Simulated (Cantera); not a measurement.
## Stirred combustor or abatement burner

A perfectly stirred reactor is fed with H2 : O2 : N2 : NO = 1 : 0.806 : 3.03 : 0.0055 (molar parts), at 578 Torr; it is adiabatic with a 748 K inlet, and is followed from long to short residence time, starting on the burning branch (τ in s: 0.049, 0.019, 0.0072, 0.0027, 0.0011, 0.0004, 0.00015, 5.9e-05, 2.3e-05).

Cantera simulation using GRI-Mech 3.0 (53 species, 325 reactions); the numbers are that mechanism's predictions, not measurements. The mechanism lacks 2 NO + O2 → 2 NO2 and HONO, so NO2 and the effect of NO are under-described below about 1400 K.

```tsv
τ (s)	T (K)	x H2	x O2	x NO	x N2	x H2O2
0.049	2210	0.00158	0.0682	0.00234	0.695	1.78e-7
0.019	2201	0.00207	0.0683	0.00182	0.695	1.76e-7
0.0072	2178	0.00321	0.0682	0.00155	0.694	1.86e-7
0.0027	2132	0.00544	0.0681	0.00140	0.691	2.25e-7
0.0011	2062	0.00866	0.0683	0.00133	0.688	3.02e-7
0.00040	1944	0.0135	0.0694	0.00128	0.681	4.79e-7
0.00015	1792	0.0188	0.0718	0.00125	0.673	8.97e-7
5.9e-5	1622	0.0251	0.0764	0.00123	0.664	1.91e-6
2.3e-5	1424	0.0417	0.0879	0.00119	0.654	4.25e-6
```
x: mole fraction; the columns are a selection and need not sum to one.
